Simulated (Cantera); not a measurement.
**Stirred combustor or abatement burner**

A perfectly stirred reactor is fed with 11.2 % CO, 0.727 % H2, 11.4 % O2, 76.7 % N2, equivalence ratio 0.52, at 100000 Pa; it is adiabatic with a 373 K inlet, and is followed from long to short residence time, starting on the burning branch (τ in s: 0.21, 0.1, 0.048, 0.023, 0.011, 0.0054, 0.0026, 0.0012, 0.0006, 0.00029, 0.00014, 6.6e-05, 3.2e-05).

Cantera simulation using GRI-Mech 3.0 (53 species, 325 reactions); the numbers are that mechanism's predictions, not measurements.

```tsv
τ (s)	T (K)	x CO	x H2	x O2	x H2O2	x NO
0.21	1391	0.00160	2.01e-5	0.0586	8.15e-8	9.39e-6
0.10	1382	0.00266	3.25e-5	0.0590	1.17e-7	7.14e-6
0.048	1367	0.00442	5.20e-5	0.0597	1.67e-7	5.56e-6
0.023	1341	0.00753	8.34e-5	0.0611	2.40e-7	4.45e-6
0.011	1288	0.0140	0.000140	0.0640	3.51e-7	3.23e-6
0.0054	373	0.112	0.00727	0.114	<1e-12	<1e-12
0.0026	373	0.112	0.00727	0.114	<1e-12	<1e-12
0.0012	373	0.112	0.00727	0.114	<1e-12	<1e-12
0.00060	373	0.112	0.00727	0.114	<1e-12	<1e-12
0.00029	373	0.112	0.00727	0.114	<1e-12	<1e-12
0.00014	373	0.112	0.00727	0.114	<1e-12	<1e-12
6.6e-5	373	0.112	0.00727	0.114	<1e-12	<1e-12
3.2e-5	373	0.112	0.00727	0.114	<1e-12	<1e-12
```
x: mole fraction; the columns are a selection and need not sum to one.
